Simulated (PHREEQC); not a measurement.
Solution (20 °C): 0.0019 mol HF, 7.3e-05 mol NaF and 0.00029 mol H3PO4 per kg of water. Closed to the air; pH follows from the charge balance.

Model: ion-association model, phreeqc.dat, run in PHREEQC.

Precipitation was switched off in this run.

Q: Order these F species by the share of F that they hold, largest first: HF, HF2-, F-.

A: HF (57 %), F- (43 %), HF2- (0.35 %)

The pH is 3.00 and the ionic strength 0.00111 mol/kgw.
